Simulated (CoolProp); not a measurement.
Vapour-liquid equilibrium of n-octane (1) + ethylbenzene (2) at 0.757 MPa; x and y are mole fractions of (1).

The numbers come from the multi-fluid Helmholtz-energy mixture model, Beckmüller 2019 and Zhou 2012; pair parameters Bell 2016 in CoolProp.

| x | bubble temperature (K) | y at the bubble point | dew temperature at overall composition x (K) | liquid density (mol/L) |
|---|---|---|---|---|
| 0.05 | 503.1 | 0.066 | [?] | 6.049 |
| 0.15 | 500.8 | 0.188 | 501.5 | [?] |
| 0.25 | 498.8 | 0.298 | 499.7 | 5.644 |
| 0.35 | 497.1 | 0.401 | 497.9 | [?] |
| 0.45 | 495.6 | [?] | 496.3 | 5.278 |
| 0.55 | 494.3 | 0.591 | 494.9 | [?] |
| 0.65 | 493.2 | 0.682 | 493.6 | 4.947 |
| 0.75 | 492.3 | 0.771 | 492.5 | 4.794 |
| 0.85 | 491.5 | 0.862 | 491.6 | 4.648 |
| 0.95 | 490.9 | 0.953 | 490.9 | 4.510 |

Problem. Some entries are withheld; supply them.

Solution. 
- 0.05, dew temperature at overall composition x (K): 503.4
- 0.15, liquid density (mol/L): 5.842
- 0.35, liquid density (mol/L): 5.457
- 0.45, y at the bubble point: 0.498
- 0.55, liquid density (mol/L): 5.108

No azeotrope shows between x = 0.05 and 0.95.

The pair parameters rest on a limited set of measurements; away from them the model extrapolates.
